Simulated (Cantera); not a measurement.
Input (Python, Cantera) and output of one run.

```python
import numpy as np
import cantera as ct

gas_names = """
    C CH CH2 CH3 CH2OH CH3O CH4 CH3OH CO CO2 COOH C2 C2H CHCO,ketyl C2H2,acetylene C2H2,vinylidene
    CH2CO,ketene C2H3,vinyl CH3CO,acetyl C2H4 C2H4O,ethylen CH3CHO,ethanal CH3COOH (HCOOH)2 C2H5 C2H6
    CH3OCH3 C2H5OH C2O C3 C3H3,propargyl C3H4,allene C3H4,propyne C3H4,cyclo- C3H5,allyl C3H6,propylene
    C3H6,cyclo- C3H6O C3H7,n-propyl C3H7,i-propyl C3H8 C3H8O,1propanol C3H8O,2propanol C3O2 C4 C4H2
    C4H4,1,3-cyclo- C4H6,butadiene C4H6,2-butyne C4H6,cyclo- C4H8,1-butene C4H8,cis2-buten
    C4H8,tr2-butene C4H8,isobutene C4H8,cyclo- (CH3COOH)2 C4H9,n-butyl C4H9,i-butyl C4H9,s-butyl
    C4H9,t-butyl C4H10,isobutane C4H10,n-butane C5 C5H6,1,3cyclo- C5H8,cyclo- C5H10,1-pentene
    C5H10,cyclo- C5H11,pentyl C5H11,t-pentyl C5H12,n-pentane C5H12,i-pentane CH3C(CH3)2CH3 C6H2
    C6H5,phenyl C6H5O,phenoxy C6H6 C6H5OH,phenol C6H10,cyclo- C6H12,1-hexene C6H12,cyclo- C6H13,n-hexyl
    C7H7,benzyl C7H8 C7H8O,cresol C7H14,1-heptene C7H15,n-heptyl C7H16,n-heptane C8H8,styrene
    C8H10,ethylbenz C8H16,1-octene C8H17,n-octyl C8H18,isooctane C8H18,n-octane C9H19,n-nonyl
    C10H8,naphthale C10H21,n-decyl C12H9,o-bipheny C12H10,bipheny H HCO HO2 H2 HCHO,formaldehy HCOOH H2O
    H2O2 O OH O2 O3 Pb PbO Pb2
""".split()
cond_names = """
    C(gr) C6H6(L) C7H8(L) C8H18(L),n-octa H2O(s) H2O(L) Pb(cr) Pb(L) PbO(rd) PbO(yw) PbO(L) PbO2(s)
    Pb3O4(s)
""".split()


def load(file, names, dense=False):
    # The tables refer to 1 bar. Condensed volumes are neglected.
    table = {s.name: s for s in ct.Species.list_from_file(file)}
    out = []
    for n in names:
        d = dict(table[n].input_data)
        d["thermo"] = dict(d["thermo"], **{"reference-pressure": 1e5})
        if dense:
            d["equation-of-state"] = {"model": "constant-volume", "density": "1e6 g/cm^3"}
        out.append(ct.Species.from_dict(d))
    return out


gas = ct.Solution(thermo="ideal-gas", species=load("nasa_gas.yaml", gas_names))
cond = {s.name: ct.Solution(thermo="fixed-stoichiometry", species=[s], name=s.name)
        for s in load("nasa_condensed.yaml", cond_names, dense=True)}
atoms = {
    'Pb': {'Pb': 1},
    'CO': {'C': 1, 'O': 1},
    'H2': {'H': 2},
}
top_T = {'C(gr)': 4500, 'Pb3O4(s)': 820}  # K; cautious upper limits of use, not melting points


def equilibrate(T, P, feed):
    n = {}
    for name, mol in feed.items():
        for a, k in atoms[name].items():
            n[a] = n.get(a, 0.0) + k * mol
    gas.TPX = T, P, n
    mass = sum(n.values()) * gas.mean_molecular_weight
    gas.equilibrate("TP")
    valid = [c for c in cond.values() if c.min_temp <= T <= top_T.get(c.name, c.max_temp)]
    mix = ct.Mixture([(gas, mass / gas.mean_molecular_weight)] + [(c, 0.0) for c in valid])
    mix.T, mix.P = T, P
    mix.equilibrate("TP", solver="vcs", rtol=1e-11, max_steps=5000)
    return mix


results = []
feed = {'Pb': 1, 'CO': 0.93, 'H2': 0.2}  # mol
T = 773.15  # K
P = 13332.2  # Pa
mix = equilibrate(T, P, feed)
results.append((T, P, feed, dict(zip(mix.species_names, mix.species_moles))))
print(gas.report(threshold=0.001))
for i in range(1, mix.n_phases):
    print(f"{mix.phase(i).name:16s} {mix.phase_moles(i):12.5e} mol")
```

Output:

```
       temperature   773.15 K
          pressure   13332 Pa
           density   0.065686 kg/m^3
  mean mol. weight   31.672 kg/kmol
   phase of matter   gas

                          1 kg             1 kmol
                     ---------------   ---------------
          enthalpy       -7.9952e+06       -2.5322e+08  J
   internal energy       -8.1982e+06       -2.5965e+08  J
           entropy            8164.1        2.5857e+05  J/K
    Gibbs function       -1.4307e+07       -4.5314e+08  J
 heat capacity c_p            1372.4             43467  J/K
 heat capacity c_v            1109.9             35153  J/K

                      mass frac. Y      mole frac. X     chem. pot. / RT
                     ---------------   ---------------   ---------------
               CH4         0.0035124          0.006934           -42.743
                CO           0.11746           0.13282           -46.205
               CO2             0.794           0.57141           -91.213
                H2         0.0099887           0.15692           -20.773
               H2O           0.07503           0.13191           -65.781
     [ +108 minor]        1.1554e-06        1.8745e-07

C(gr)             4.60118e-01 mol
Pb(L)             1.00000e+00 mol
PbO(yw)           0.00000e+00 mol
PbO2(s)           0.00000e+00 mol
Pb3O4(s)          0.00000e+00 mol
```

Equilibrium computed with Cantera from the NASA thermochemical tables; the gas is ideal and each condensed phase is pure.
